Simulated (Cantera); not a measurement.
Charge: 1 mol Si, 0.62 mol H2, equilibrated at 1450 K and 100 Torr.

Method: chemical equilibrium by Gibbs-energy minimisation in Cantera with the NASA 1993 tables (ideal gas, pure condensed phases). Candidate condensed phases: Si; 9 gas species. Rates play no part.

What is the equilibrium state?


```json
{
 "x(H2)": "1.000",
 "x(H)": "2.59e-5",
 "n(Si(s))": "1.000 mol",
 "gas_amount": "0.6200 mol"
}
```
